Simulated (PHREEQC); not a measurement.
Make-up at 75 °C: 0.00094 mol CsOH and 0.0016 mol Na2SiO3 per kg of water. Closed to the air; pH follows from the charge balance.

Equilibrium calculation in PHREEQC: ion-association model, wateq4f.dat.

```
Item                       Result
----------------  ---------------
pH                          10.11
ionic strength    0.00416 mol/kgw
total alkalinity      4.14 meq/kg
```

```csv
species,molality,activity,log γ
Na+,0.00320,0.00297,-0.033
OH-,0.00271,0.00251,-0.034
H3SiO4-,0.00139,0.00129,-0.033
Cs+,0.000940,0.000870,-0.033
H4SiO4,0.000188,0.000188,0.000
H2SiO4-2,1.72e-5,1.28e-5,-0.130
```

Precipitation was switched off in this run. Constants without temperature data keep their 25 °C values here.
